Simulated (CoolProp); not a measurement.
Vapour-liquid equilibrium of R125 (1) + R227EA (2) at 0.642 MPa; x and y are mole fractions of (1).

The numbers come from the multi-fluid Helmholtz-energy mixture model, Lemmon 2005 and Lemmon 2016; pair parameters Bell 2016 in CoolProp.

```json
[
 {"x": "0.05", "bubble temperature, mixture model (K)": "307.1", "bubble temperature, Raoult's law (K)": "306.7", "y, mixture model": "0.108", "y, Raoult's law": "0.134"},
 {"x": "0.2", "bubble temperature, mixture model (K)": "299.4", "bubble temperature, Raoult's law (K)": "298.3", "y, mixture model": "0.377", "y, Raoult's law": "0.431"},
 {"x": "0.35", "bubble temperature, mixture model (K)": "292.6", "bubble temperature, Raoult's law (K)": "291.4", "y, mixture model": "0.576", "y, Raoult's law": "0.627"},
 {"x": "0.5", "bubble temperature, mixture model (K)": "286.6", "bubble temperature, Raoult's law (K)": "285.7", "y, mixture model": "0.723", "y, Raoult's law": "0.762"},
 {"x": "0.65", "bubble temperature, mixture model (K)": "281.5", "bubble temperature, Raoult's law (K)": "280.8", "y, mixture model": "0.832", "y, Raoult's law": "0.859"},
 {"x": "0.8", "bubble temperature, mixture model (K)": "277.0", "bubble temperature, Raoult's law (K)": "276.6", "y, mixture model": "0.916", "y, Raoult's law": "0.931"},
 {"x": "0.95", "bubble temperature, mixture model (K)": "273.0", "bubble temperature, Raoult's law (K)": "272.9", "y, mixture model": "0.981", "y, Raoult's law": "0.985"}
]
```

The largest gap from Raoult's law is +1.2 K in bubble temperature, at x = 0.35. No azeotrope shows between x = 0.05 and 0.95.

Pair parameters are fitted to limited data, so mixtures are less certain than the pure fluids.
